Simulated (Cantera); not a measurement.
What does this Cantera script print?

```python
import numpy as np
import cantera as ct

surf = ct.Interface("ptcombust.yaml", "Pt_surf")
gas = surf.adjacent["gas"]
gas.TPX = 300, 16000, {'CH4': 0.014, 'O2': 0.11, 'N2': 0.79}
jet = ct.ImpingingJet(gas=gas, width=0.069, surface=surf)
jet.inlet.mdot, jet.inlet.T, jet.inlet.X = 0.15, 300, {'CH4': 0.014, 'O2': 0.11, 'N2': 0.79}
jet.set_refine_criteria(ratio=10, slope=0.2, curve=0.3)
show, cover = ['CH4', 'O2', 'H2O', 'OH', 'CO', 'CO2'], ["PT(S)", "H(S)", "O(S)", "OH(S)", "CO(S)", "C(S)"]

rows = []
print(f"{'Ts/K':>7s}" + "".join(f"{s:>11s}" for s in show + cover) + "   (gas at the wall, coverages)")
for i, Ts in enumerate([900, 950, 1000, 1050, 1100, 1150, 1200, 1250]):
    jet.surface.T = Ts
    if i == 0:
        surf.TP = Ts, 16000
        surf.coverages = "PT(S):0.5, O(S):0.5"
        surf.advance_coverages(1.0)
        jet.set_initial_guess(products="inlet")
    jet.solve(loglevel=0, auto=(i == 0))
    rows.append([*(jet.X[gas.species_index(s), -1] for s in show), *surf[cover].coverages])
    print(f"{Ts:7g}" + "".join(f"{x:11.3e}" for x in rows[-1]))
```

It prints:

```
   Ts/K        CH4         O2        H2O         OH         CO        CO2      PT(S)       H(S)       O(S)      OH(S)      CO(S)       C(S)   (gas at the wall, coverages)
    900  1.029e-02  1.097e-01  9.379e-03  1.661e-08  3.615e-06  6.127e-03  1.722e-01  4.954e-08  8.268e-01  9.730e-04  5.840e-06  2.077e-08
    950  7.795e-03  1.044e-01  1.400e-02  5.422e-08  3.769e-06  9.163e-03  2.346e-01  1.334e-07  7.643e-01  1.088e-03  4.531e-06  2.168e-08
   1000  5.770e-03  1.001e-01  1.771e-02  1.499e-07  3.749e-06  1.162e-02  3.002e-01  2.947e-07  6.986e-01  1.101e-03  3.245e-06  2.028e-08
   1050  4.314e-03  9.701e-02  2.036e-02  3.656e-07  3.700e-06  1.337e-02  3.666e-01  5.667e-07  6.324e-01  1.050e-03  2.269e-06  1.806e-08
   1100  3.308e-03  9.491e-02  2.216e-02  8.030e-07  3.704e-06  1.457e-02  4.321e-01  9.903e-07  5.670e-01  9.663e-04  1.601e-06  1.588e-08
   1150  2.613e-03  9.349e-02  2.337e-02  1.621e-06  3.788e-06  1.537e-02  4.953e-01  1.611e-06  5.038e-01  8.702e-04  1.158e-06  1.403e-08
   1200  2.123e-03  9.255e-02  2.416e-02  3.049e-06  3.979e-06  1.589e-02  5.555e-01  2.481e-06  4.437e-01  7.728e-04  8.625e-07  1.254e-08
   1250  1.742e-03  9.203e-02  2.464e-02  5.422e-06  4.685e-06  1.608e-02  6.119e-01  3.658e-06  3.874e-01  6.790e-04  6.722e-07  1.121e-08
```

Cantera simulation using Deutschmann's 1995 Pt surface mechanism with GRI-Mech 3.0 gas chemistry; the numbers are that mechanism's predictions, not measurements. Catalytic surfaces can have several steady states; this one follows from the mechanism file's or the stated starting coverage.
